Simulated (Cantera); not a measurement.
Charge: 1 mol CsCl, 6.4 mol N2, equilibrated at 825 K.

These are equilibrium values from Cantera (NASA tables, ideal gas, pure condensed phases), not measurements of a reactor. Candidate condensed phases: Cs, CsCl; 8 gas species. Equilibrium is a limit: real reactors are often held back by kinetics, nucleation or transport.

**Question.** Which condensed phases are stable at each of these points (P (Pa)): 0.100, 1.60, 25, 400, 6300, 100000?

**Answer.** 
```json
[
 {"P (Pa)": "0.100", "condensed phases": "gas only", "Cs condensed (%)": "0.0"},
 {"P (Pa)": "1.60", "condensed phases": "gas only", "Cs condensed (%)": "0.0"},
 {"P (Pa)": "25", "condensed phases": "CsCl(s)", "Cs condensed (%)": "62.0"},
 {"P (Pa)": "400", "condensed phases": "CsCl(s)", "Cs condensed (%)": "97.7"},
 {"P (Pa)": "6300", "condensed phases": "CsCl(s)", "Cs condensed (%)": "99.9"},
 {"P (Pa)": "100000", "condensed phases": "CsCl(s)", "Cs condensed (%)": "100.0"}
]
```

From 0.100 Pa to 1.60 Pa nothing is condensed. From 25.0 Pa to 1.00 bar the condensed part is CsCl(s).
